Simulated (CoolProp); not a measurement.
Vapour pressure (kPa) of ethanol: the reference equation beside estimates from Tc = 514.7 K, pc = 6268 kPa, ω = 0.644. Clausius-Clapeyron is anchored at 363.7 K with a constant enthalpy of vaporisation of 38.18 kJ/mol.

Values from CoolProp's reference Helmholtz-energy equation of state, Schroeder 2014.

```json
[
 {"T (K)": "248.3", "reference": "0.2288", "Clausius-Clapeyron": "0.4541", "van der Waals": "___", "Redlich-Kwong": "8.493", "Soave-Redlich-Kwong": "___"},
 {"T (K)": "264.8", "reference": "0.8716", "Clausius-Clapeyron": "1.437", "van der Waals": "210.8", "Redlich-Kwong": "20.84", "Soave-Redlich-Kwong": "0.6843"},
 {"T (K)": "281.3", "reference": "2.790", "Clausius-Clapeyron": "3.975", "van der Waals": "310.8", "Redlich-Kwong": "44.81", "Soave-Redlich-Kwong": "2.397"},
 {"T (K)": "297.8", "reference": "7.728", "Clausius-Clapeyron": "9.820", "van der Waals": "440.0", "Redlich-Kwong": "86.70", "Soave-Redlich-Kwong": "7.076"},
 {"T (K)": "314.3", "reference": "18.97", "Clausius-Clapeyron": "22.06", "van der Waals": "602.2", "Redlich-Kwong": "154.0", "Soave-Redlich-Kwong": "18.14"},
 {"T (K)": "330.7", "reference": "41.85", "Clausius-Clapeyron": "45.53", "van der Waals": "799.4", "Redlich-Kwong": "254.3", "Soave-Redlich-Kwong": "41.15"},
 {"T (K)": "347.2", "reference": "85.06", "Clausius-Clapeyron": "88.08", "van der Waals": "1037", "Redlich-Kwong": "397.8", "Soave-Redlich-Kwong": "85.02"},
 {"T (K)": "363.7", "reference": "160.5", "Clausius-Clapeyron": "160.5", "van der Waals": "1318", "Redlich-Kwong": "593.0", "Soave-Redlich-Kwong": "___"},
 {"T (K)": "380.2", "reference": "284.0", "Clausius-Clapeyron": "277.6", "van der Waals": "1644", "Redlich-Kwong": "849.2", "Soave-Redlich-Kwong": "286.8"},
 {"T (K)": "396.7", "reference": "475.3", "Clausius-Clapeyron": "458.8", "van der Waals": "2018", "Redlich-Kwong": "1175", "Soave-Redlich-Kwong": "479.5"},
 {"T (K)": "413.1", "reference": "755.5", "Clausius-Clapeyron": "726.4", "van der Waals": "2439", "Redlich-Kwong": "___", "Soave-Redlich-Kwong": "760.3"},
 {"T (K)": "429.6", "reference": "___", "Clausius-Clapeyron": "1113", "van der Waals": "2915", "Redlich-Kwong": "2068", "Soave-Redlich-Kwong": "1158"},
 {"T (K)": "446.1", "reference": "1697", "Clausius-Clapeyron": "1653", "van der Waals": "3445", "Redlich-Kwong": "2654", "Soave-Redlich-Kwong": "1701"},
 {"T (K)": "462.6", "reference": "2415", "Clausius-Clapeyron": "2386", "van der Waals": "4032", "Redlich-Kwong": "3343", "Soave-Redlich-Kwong": "2421"},
 {"T (K)": "479.1", "reference": "3340", "Clausius-Clapeyron": "3359", "van der Waals": "4675", "Redlich-Kwong": "___", "Soave-Redlich-Kwong": "3352"}
]
```

Problem. What belongs in the gaps?

Solution. 
- 248.3, van der Waals: 136.1
- 248.3, Soave-Redlich-Kwong: 0.1587
- 363.7, Soave-Redlich-Kwong: 161.7
- 413.1, Redlich-Kwong: 1577
- 429.6, reference: 1154
- 479.1, Redlich-Kwong: 4141

Absolute difference from the reference over all 15 rows, mean and median: Clausius-Clapeyron 18.6 and 3.6 %, van der Waals 7214.5 and 721.2 %, Redlich-Kwong 729.4 and 269.5 %, Soave-Redlich-Kwong 5.7 and 0.9 %.
